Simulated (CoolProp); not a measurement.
Computed with CoolProp (reference Helmholtz-energy equation of state, Lemmon 2006). It is a short technical equation, of lower accuracy than the large ones.

For C3F8 (R218), give the phase and the cv (kJ/(kg K)), fugacity coefficient at 393.8 K and 906 kPa.


- 393.8 K and 906 kPa: gas; cv 0.885, fugacity coefficient 0.931
